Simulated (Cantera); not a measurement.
An isothermal, constant-pressure homogeneous reactor starts with 37.0 % CH4, 63.0 % N2, at 1775 K and 0.0133 bar.

Model: GRI-Mech 3.0 (53 species, 325 reactions), integrated in Cantera. GRI-Mech 3.0 stops at C3 and has no aromatics, soot or wall deposition, so with more carbon than oxygen in the feed, carbon stays in small species such as C2H2 where larger ones or solid carbon would form. Radical loss at walls, strong at low pressure, is not modelled.

Predict: x(CH4) at 300 s; x(C2H2) at 300 s; x(C2H) at 300 s; x(HCN) at 300 s; x(CH2) at 300 s; x(H) at 300 s.


```
Item                                               Result
----------------  ---------------------------------------
x(CH4) at 300 s   8.54e-5 (gas-phase equilibrium 6.76e-5)
x(C2H2) at 300 s     0.135 (gas-phase equilibrium 0.0803)
x(C2H) at 300 s   4.21e-6 (gas-phase equilibrium 2.51e-6)
x(HCN) at 300 s    0.000108 (gas-phase equilibrium 0.109)
x(CH2) at 300 s   3.00e-8 (gas-phase equilibrium 2.37e-8)
x(H) at 300 s     0.00161 (gas-phase equilibrium 0.00161)
```
